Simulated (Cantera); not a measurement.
An isothermal, constant-pressure homogeneous reactor starts with H2 : O2 : N2 = 1.6 : 1 : 0.81 (molar parts), equivalence ratio 0.80, at 798 K and 21000 Pa.

Cantera simulation using GRI-Mech 3.0 (53 species, 325 reactions); the numbers are that mechanism's predictions, not measurements. Below about 950 K walls govern HO2 and H2O2 in real vessels. The temperature is held fixed by assumption; the heat of reaction is taken as removed at once.

x: mole fraction; the columns are a selection and need not sum to one.

| t (s) | x H2 | x O2 | x H2O2 | x O | x NO2 | x N2O | x HO2 |
|---|---|---|---|---|---|---|---|
| 2.00e-5 | 0.469 | 0.293 | <1e-12 | <1e-12 | <1e-12 | <1e-12 | <1e-12 |
| 6.32e-5 | 0.469 | 0.293 | <1e-12 | <1e-12 | <1e-12 | <1e-12 | 1.94e-12 |
| 0.000200 | 0.469 | 0.293 | <1e-12 | <1e-12 | <1e-12 | <1e-12 | 8.73e-12 |
| 0.000632 | 0.469 | 0.293 | <1e-12 | <1e-12 | <1e-12 | <1e-12 | 3.63e-11 |
| 0.00200 | 0.469 | 0.293 | <1e-12 | <1e-12 | <1e-12 | <1e-12 | 1.28e-10 |
| 0.00632 | 0.469 | 0.293 | 4.65e-12 | <1e-12 | <1e-12 | <1e-12 | 4.20e-10 |
| 0.0200 | 0.469 | 0.293 | 4.84e-11 | <1e-12 | <1e-12 | <1e-12 | 1.38e-9 |
| 0.0632 | 0.469 | 0.293 | 5.20e-10 | <1e-12 | <1e-12 | <1e-12 | 4.86e-9 |
| 0.200 | 0.469 | 0.293 | 6.57e-9 | <1e-12 | <1e-12 | <1e-12 | 2.17e-8 |
| 0.632 | 0.469 | 0.293 | 1.65e-7 | 7.48e-12 | <1e-12 | <1e-12 | 2.34e-7 |
| 2.00 | 0.469 | 0.293 | 9.52e-6 | 7.63e-11 | <1e-12 | <1e-12 | 1.87e-6 |
| 6.32 | 0.469 | 0.293 | 0.000123 | 4.00e-10 | <1e-12 | <1e-12 | 4.82e-6 |
| 20.0 | 0.463 | 0.290 | 0.00105 | [?] | <1e-12 | 1.19e-11 | 1.20e-5 |
| 63.2 | 0.429 | 0.274 | 0.00141 | [?] | <1e-12 | 6.70e-11 | 1.27e-5 |
| 200 | 0.336 | 0.231 | 0.00129 | [?] | <1e-12 | 2.30e-10 | 1.22e-5 |

Q: What belongs in the gaps?

A: 
- 20.0, x O: 2.17e-9
- 63.2, x O: 1.82e-9
- 200, x O: 1.20e-9
